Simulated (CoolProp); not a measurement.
A simple Rankine cycle with tetrahydrofuran: condensing at 295.15 K, boiler at 2.26 MPa, turbine inlet 520.1 K, turbine efficiency 0.9, pump efficiency 0.6, no recuperator. Each further row changes one setting.

Computed with CoolProp (reference Helmholtz-energy equation of state, Fiedler 2023).

```
case                             thermal efficiency (%)  net work (kJ/kg)  heat in (kJ/kg)  turbine exit temperature (K)  volume ratio over the turbine
-------------------------------  ----------------------  ----------------  ---------------  ----------------------------  -----------------------------
as stated                                          26.9               200              744                         374.0                            106
turbine inlet 540.1 K                              26.9               212              787                         395.8                            105
condensing temperature 287.15 K                    28.2               214              757                         363.9                            150
boiler pressure 1.58 MPa                           25.5               194              759                         389.1                           71.3
turbine efficiency 0.8                             23.9               177              744                         390.1                            111
```
